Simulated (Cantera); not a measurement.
Cantera with NASA thermochemical tables; ideal gases at 1 bar, condensed phases pure. Values are per mole of reaction as written; species without (g) are pure solids or liquids, kept so even where they would boil at 1 bar.

Q: Between 448 and 973 K, where is each reaction favourable under standard conditions?
- N₂(g) + 4 Cu₂O = 2 NO₂(g) + 8 Cu

A: 
- N₂(g) + 4 Cu₂O = 2 NO₂(g) + 8 Cu: ΔG° is 669 kJ at 448 K and 580 kJ at 973 K; it stays positive (K < 1). ΔH° is 738 kJ and ΔS° 163 J/K at 973 K.
